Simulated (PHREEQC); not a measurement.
NaOH is added in steps, without added water, to 1 kg of water holding 120 mmol/kgw NaHS, 0.27 mmol/kgw NaCl and 3.4 mmol/kgw MnCl2, at 20 °C. The system is closed to oxygen. CO2 from the air is kept out. The run lets Pyrochroite, MnS(Green), Halite precipitate or redissolve, and no other solid.

Base run: PHREEQC, ion-association model, wateq4f.dat. Each further column changes one thing. The table gives Mn in solution (mol/kgw).

| NaOH added (mol) | base | Davies equation for every ion | metal-ligand complexes left out | Debye-Hückel limiting law | all activity coefficients set to 1 |
|---|---|---|---|---|---|
| 0 | 0.000728 | 0.000732 | 0.000722 | 0.00134 | 0.000188 |
| 0.0009167 | 0.000531 | 0.000533 | 0.000526 | 0.000979 | 0.000136 |
| 0.001833 | 0.000336 | 0.000338 | 0.000333 | 0.000625 | 8.56e-5 |
| 0.00275 | 0.000148 | 0.000149 | 0.000147 | 0.000285 | 3.70e-5 |
| 0.003208 | 6.47e-5 | 6.58e-5 | 6.42e-5 | 0.000139 | 1.52e-5 |
| 0.004125 | 1.42e-5 | 1.42e-5 | 1.41e-5 | 3.32e-5 | 3.71e-6 |
| 0.005042 | 1.40e-5 | 1.40e-5 | 1.39e-5 | 3.30e-5 | 3.66e-6 |
| 0.005958 | 1.39e-5 | 1.39e-5 | 1.37e-5 | 3.28e-5 | 3.61e-6 |
| 0.006875 | 1.37e-5 | 1.37e-5 | 1.36e-5 | 3.26e-5 | 3.57e-6 |
| 0.007792 | 4.92e-6 | 5.29e-6 | 4.88e-6 | 1.78e-5 | 9.13e-7 |
| 0.00825 | 2.61e-6 | 2.80e-6 | 2.59e-6 | 9.42e-6 | 5.34e-7 |
| 0.009167 | 1.18e-6 | 1.25e-6 | 1.17e-6 | 4.02e-6 | 2.78e-7 |
| 0.01008 | 7.08e-7 | 7.47e-7 | 7.04e-7 | 2.30e-6 | 1.86e-7 |
| 0.011 | 4.92e-7 | 5.16e-7 | 4.89e-7 | 1.53e-6 | 1.40e-7 |

The polysulfide entries of wateq4f.dat were taken out for this run.
